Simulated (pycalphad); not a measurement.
All values are pycalphad results on the COST 507 light-alloy database (1999) (1 atm), not direct measurements. No gas phase is included, though pure Mn would boil below 2077 °C. The database dates from 1999; later assessments differ in places, in temperatures and in the compounds included. Kinetics are ignored, which matters at the lower temperatures.

Molar enthalpy of Mn-0.12Si (at.%) in equilibrium (SER reference):

```csv
T (°C),H (kJ/mol),phases
2077,102.67,liquid
1997,98.84,liquid
1917,95.00,liquid
1837,91.16,liquid
1757,87.32,liquid
1677,83.48,liquid
1597,79.65,liquid
1517,75.81,liquid
1437,71.97,liquid
1357,68.13,liquid
1317,66.21,liquid
1277,64.29,liquid
1237,49.51,bcc
1197,47.68,bcc
1117,42.24,fcc
1037,36.80,β-Mn
957,33.63,β-Mn
877,30.54,β-Mn
797,27.53,β-Mn
717,24.58,β-Mn
637,19.37,α-Mn
557,16.49,α-Mn
477,13.70,α-Mn
397,11.01,α-Mn
317,8.43,α-Mn
237,5.94,α-Mn
```

Cooling from 1277 °C to 1237 °C, across the freezing range, releases 14.8 kJ/mol, or 269 J/g. The slope is 48 J/(mol K) in the liquid and 46 J/(mol K) just below the solidus, where it includes any heat of precipitation. Liquidus 1245 °C, solidus 1245 °C. Changes were sought between steps of 40 K, so a narrower field can be missed.
